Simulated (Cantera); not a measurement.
# Silicon oxide and oxynitride deposition: SiH2Cl2 + NO + H2

Input: 1 mol SiH2Cl2, 0.52 mol NO, 3.4 mol H2, at 10000 Pa.

Cantera equilibrium calculation (NASA polynomials, part measured and part estimated; ideal gas, pure solids and liquids). Candidate condensed phases: H2O, NH4Cl, Si, SiO2, Si2N2O, Si3N4; 47 gas species. Mutual solubility and eutectic melting of coexisting phases are not modelled. The tables' values for SiCl3, SiCl are old estimates; treat these amounts as uncertain. The tables hold silica as quartz up to 1696 K and as liquid above; real silica turns to tridymite and cristobalite and melts near 1996 K. The numbers say what is thermodynamically allowed, not how fast it happens.

| T (°C) | log p H2 | log p HCl | log p SiCl4 | log p SiCl2 | log p SiO | log p SiCl3 | log p SiHCl3 | log p N2 | n SiO2(β-quartz) | n Si2N2O(s) |
|---|---|---|---|---|---|---|---|---|---|---|
| 700 | -1.09 | -1.92 | -2.18 | -6.31 | -11.67 | -4.97 | -3.60 | -10.60 | 0.130 | 0.260 |
| 800 | -1.09 | -1.90 | -2.20 | -4.86 | -9.27 | -4.13 | -3.30 | -10.16 | 0.130 | 0.260 |
| 900 | -1.10 | -1.88 | -2.25 | -3.75 | -7.34 | -3.50 | -3.11 | -9.63 | 0.130 | 0.260 |
| 1000 | -1.11 | -1.81 | -2.38 | -2.99 | -5.85 | -3.09 | -3.08 | -8.77 | 0.130 | 0.260 |
| 1100 | -1.13 | -1.73 | -2.65 | -2.56 | -4.73 | -2.94 | -3.25 | -7.62 | 0.130 | 0.260 |
| 1200 | -1.14 | -1.67 | -3.07 | -2.36 | -3.84 | -2.98 | -3.58 | -6.40 | 0.126 | 0.260 |
| 1300 | -1.16 | -1.63 | -3.58 | -2.30 | -3.10 | -3.15 | -3.98 | -5.23 | 0.109 | 0.260 |
| 1400 | -1.18 | -1.59 | -4.11 | -2.36 | -2.52 | -3.40 | -4.45 | -4.01 | 0.0480 | 0.255 |
log p: log10 of the partial pressure in bar; n: condensed amount in mol.

From 700 °C to 1400 °C the condensed part is SiO2(β-quartz) + Si2N2O(s). The main Si-bearing gas is SiCl4 at 700 °C and SiCl2 at 1400 °C.
